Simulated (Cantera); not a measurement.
Ignition delay

Mixture: 16.2 % CH4, 0.632 % C2H6, 17.3 % O2, 65.8 % N2, equivalence ratio 2.0, at 10.0 bar, adiabatic and at constant volume. Ignition delay is the time to a rise of 400 K.

Detailed kinetics in Cantera: GRI-Mech 3.0 (53 species, 325 reactions).

```json
[
 {"T0 (K)": "1150", "delay (ms)": "3.96"},
 {"T0 (K)": "1225", "delay (ms)": "1.81"},
 {"T0 (K)": "1300", "delay (ms)": "0.851"},
 {"T0 (K)": "1375", "delay (ms)": "0.404"},
 {"T0 (K)": "1450", "delay (ms)": "0.194"},
 {"T0 (K)": "1525", "delay (ms)": "0.0949"},
 {"T0 (K)": "1600", "delay (ms)": "0.0479"},
 {"T0 (K)": "1675", "delay (ms)": "0.0252"},
 {"T0 (K)": "1750", "delay (ms)": "0.0140"}
]
```

```
Property                                                 Value
--------------------------------------------------  ----------
apparent activation energy between 1600 and 1750 K  190 kJ/mol
```
